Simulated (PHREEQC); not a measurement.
Solution (10 °C): 0.00026 mol H4SiO4, 0.00029 mol NH4Cl and 0.00027 mol H2SeO4 per kg of water. Closed to the air; pH follows from the charge balance.

All values are PHREEQC results (ion-association model, wateq4f.dat), not measurements.

```
quantity                  before    after
-----------------------  -------  -------
pH                          3.29     4.27
HSeO4- (mol/kgw)         3.65e-6  4.09e-8
SI of Chalcedony (SiO2)    +0.15    -0.85
```

Task: Name the change that produced these shifts.
(A) diluted 5-fold with water
(B) H4SiO4 from 0.00026 to 0.0013 mol/kgw
(C) H2SeO4 from 0.00027 to 0.0027 mol/kgw
(D) diluted 10-fold with water
(E) diluted 100-fold with water

Result: D, diluted 10-fold with water

This is a speciation only: nothing precipitates in the calculation. Some of these states are supersaturated (in Quartz (slow to form), Chalcedony (slow to form), for instance). Away from 25 °C the constants follow the database's enthalpies or fits; those with neither stay at their 25 °C values.
